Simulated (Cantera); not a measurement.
An adiabatic, constant-pressure homogeneous reactor starts with 43.0 % CO, 8.18 % H2, 10.2 % O2, 38.5 % N2, at 1575 K and 56000 Pa.

Detailed kinetics in Cantera: GRI-Mech 3.0 (53 species, 325 reactions).

x: mole fraction; the columns are a selection and need not sum to one.

| t (s) | T (K) | x CO | x H2 | x O2 | x HO2 | x H2O2 | x CO2 |
|---|---|---|---|---|---|---|---|
| 2.00e-6 | 1575 | 0.430 | 0.0818 | 0.102 | 1.23e-7 | 3.99e-10 | 2.90e-7 |
| 5.79e-6 | 1575 | 0.430 | 0.0818 | 0.102 | 3.01e-7 | ___ | 1.69e-6 |
| 1.68e-5 | 1575 | 0.430 | 0.0814 | 0.102 | 3.10e-6 | ___ | 0.000104 |
| 4.85e-5 | 1772 | 0.353 | 0.0139 | 0.0279 | 4.01e-6 | ___ | 0.0809 |
| 0.000140 | 2068 | 0.332 | 0.0188 | 0.0170 | 1.77e-6 | ___ | 0.111 |
| 0.000406 | 2401 | 0.335 | 0.0202 | 0.0131 | 1.14e-6 | ___ | 0.119 |
| 0.00118 | 2691 | 0.332 | 0.0200 | 0.00739 | 1.12e-6 | ___ | 0.133 |
| 0.00340 | 2764 | 0.331 | 0.0199 | 0.00529 | 1.10e-6 | 3.64e-8 | 0.137 |
| 0.00985 | 2761 | 0.331 | 0.0201 | 0.00509 | 1.06e-6 | 3.56e-8 | 0.137 |
| 0.0285 | 2761 | 0.331 | 0.0201 | 0.00508 | 1.06e-6 | 3.56e-8 | 0.137 |
| 0.0825 | 2761 | 0.331 | 0.0201 | 0.00508 | 1.06e-6 | 3.56e-8 | 0.137 |
| 0.239 | 2761 | 0.331 | 0.0201 | 0.00508 | 1.06e-6 | 3.56e-8 | 0.137 |
| 0.691 | 2761 | 0.331 | 0.0201 | 0.00508 | 1.06e-6 | 3.56e-8 | 0.137 |
| 2.00 | 2761 | 0.331 | 0.0201 | 0.00508 | 1.06e-6 | 3.56e-8 | 0.137 |

**Question.** Complete the blanks.

**Answer.** 
- 5.79e-6, x H2O2: 2.25e-9
- 1.68e-5, x H2O2: 2.18e-8
- 4.85e-5, x H2O2: 2.15e-7
- 0.000140, x H2O2: 8.03e-8
- 0.000406, x H2O2: 3.53e-8
- 0.00118, x H2O2: 3.19e-8
